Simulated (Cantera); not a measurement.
Feed: 1 mol AlCl3, 35 mol N2O, a varied amount of N2, equilibrated at 1150 K and 0.555 Torr.

Method: chemical equilibrium by Gibbs-energy minimisation in Cantera with the NASA 1993 tables (ideal gas, pure condensed phases). Candidate condensed phases: Al, AlCl3, AlN, Al2O3; 24 gas species. Equilibrium is a limit: real reactors are often held back by kinetics, nucleation or transport.

x: gas mole fraction; n: condensed amount in mol.

```
n(N2) (mol)   x N2        x O2       x Cl2     x Cl      x NO       x ClO      x O  n Al2O3(s)
-----------  -----  ----------  ----------  -------  --------  ----------  -------  ----------
2.8          0.670       0.297      0.0195   0.0141  0.000144     9.08e-6  1.66e-7       0.500
4.5          0.679       0.288      0.0189   0.0138  0.000143     8.79e-6  1.64e-7       0.500
7.3          0.694       0.275      0.0179   0.0135  0.000141     8.36e-6  1.60e-7       0.500
12           0.716       0.255      0.0164   0.0129  0.000138     7.71e-6  1.54e-7       0.500
19           0.743  (withheld)  (withheld)   0.0122  0.000133  (withheld)  1.47e-7       0.500
32           0.782       0.195      0.0120   0.0110  0.000126     5.77e-6  1.35e-7       0.500
52           0.823       0.158     0.00932  0.00973  0.000116     4.58e-6  1.22e-7       0.500
84           0.863       0.121     0.00674  0.00828  0.000105     3.41e-6  1.06e-7       0.500
140          0.902      0.0863     0.00439  0.00668   9.01e-5     2.32e-6  8.98e-8       0.500
220          0.931      0.0611     0.00280  0.00534   7.70e-5     1.56e-6  7.55e-8       0.500
370          0.955      0.0395     0.00155  0.00397   6.27e-5     9.34e-7  6.07e-8       0.500
```

Fill in the missing entries.


- 19, x O2: 0.230
- 19, x Cl2: 0.0146
- 19, x ClO: 6.91e-6
